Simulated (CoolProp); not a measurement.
Vapour-liquid equilibrium of n-octane (1) + o-xylene (2) at 0.02 MPa; x and y are mole fractions of (1).

Values from CoolProp's multi-fluid Helmholtz-energy mixture model, Beckmüller 2019 and Zhou 2012; pair parameters Bell 2016.

```json
[
 {"x": "0.05", "bubble temperature, mixture model (K)": "363.9", "bubble temperature, Raoult's law (K)": "364.1", "y, mixture model": "0.094", "y, Raoult's law": "0.087"},
 {"x": "0.125", "bubble temperature, mixture model (K)": "362.1", "bubble temperature, Raoult's law (K)": "362.6", "y, mixture model": "0.217", "y, Raoult's law": "0.205"},
 {"x": "0.2", "bubble temperature, mixture model (K)": "___", "bubble temperature, Raoult's law (K)": "361.1", "y, mixture model": "0.323", "y, Raoult's law": "0.312"},
 {"x": "0.275", "bubble temperature, mixture model (K)": "359.0", "bubble temperature, Raoult's law (K)": "359.7", "y, mixture model": "0.417", "y, Raoult's law": "0.408"},
 {"x": "0.35", "bubble temperature, mixture model (K)": "357.7", "bubble temperature, Raoult's law (K)": "358.4", "y, mixture model": "0.500", "y, Raoult's law": "0.495"},
 {"x": "0.425", "bubble temperature, mixture model (K)": "356.4", "bubble temperature, Raoult's law (K)": "357.1", "y, mixture model": "0.575", "y, Raoult's law": "0.574"},
 {"x": "0.5", "bubble temperature, mixture model (K)": "355.3", "bubble temperature, Raoult's law (K)": "355.9", "y, mixture model": "0.644", "y, Raoult's law": "0.647"},
 {"x": "0.575", "bubble temperature, mixture model (K)": "354.2", "bubble temperature, Raoult's law (K)": "354.8", "y, mixture model": "___", "y, Raoult's law": "0.713"},
 {"x": "0.65", "bubble temperature, mixture model (K)": "353.2", "bubble temperature, Raoult's law (K)": "353.7", "y, mixture model": "0.766", "y, Raoult's law": "0.774"},
 {"x": "0.725", "bubble temperature, mixture model (K)": "352.2", "bubble temperature, Raoult's law (K)": "352.6", "y, mixture model": "___", "y, Raoult's law": "0.829"},
 {"x": "0.8", "bubble temperature, mixture model (K)": "351.3", "bubble temperature, Raoult's law (K)": "351.6", "y, mixture model": "0.873", "y, Raoult's law": "0.881"},
 {"x": "0.875", "bubble temperature, mixture model (K)": "350.4", "bubble temperature, Raoult's law (K)": "350.6", "y, mixture model": "___", "y, Raoult's law": "0.928"},
 {"x": "0.95", "bubble temperature, mixture model (K)": "349.6", "bubble temperature, Raoult's law (K)": "349.7", "y, mixture model": "0.970", "y, Raoult's law": "0.972"}
]
```

### Question
Complete the blanks.

### Answer

- 0.2, bubble temperature, mixture model (K): 360.5
- 0.575, y, mixture model: 0.707
- 0.725, y, mixture model: 0.821
- 0.875, y, mixture model: 0.922

The largest gap from Raoult's law is -0.7 K in bubble temperature, at x = 0.35. No azeotrope shows between x = 0.05 and 0.95.

The pair parameters rest on a limited set of measurements; away from them the model extrapolates.
